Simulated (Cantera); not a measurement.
An isothermal, constant-pressure homogeneous reactor starts with 33.3 % CH₄, 66.7 % H₂, at 1525 K and 360 Pa.

Detailed kinetics in Cantera: GRI-Mech 3.0 (53 species, 325 reactions). GRI-Mech 3.0 stops at C3 and has no aromatics, soot or wall deposition, so with more carbon than oxygen in the feed, carbon stays in small species such as C2H2 where larger ones or solid carbon would form. Radical loss at walls, strong at low pressure, is not modelled.

Q: Predict: x(CH₄) at 40.0 s; x(H₂) at 40.0 s; x(C₂H₆) at 40.0 s; x(CH₃) at 40.0 s; x(C₂H₂) at 40.0 s.

A: 
```json
{
 "x(CH₄) at 40.0 s": "0.0332 (gas-phase equilibrium 0.000675)",
 "x(H₂) at 40.0 s": "0.854 (gas-phase equilibrium 0.874)",
 "x(C₂H₆) at 40.0 s": "1.61e-6 (gas-phase equilibrium 1.95e-9)",
 "x(CH₃) at 40.0 s": "0.000213 (gas-phase equilibrium 5.80e-6)",
 "x(C₂H₂) at 40.0 s": "0.112 (gas-phase equilibrium 0.125)"
}
```
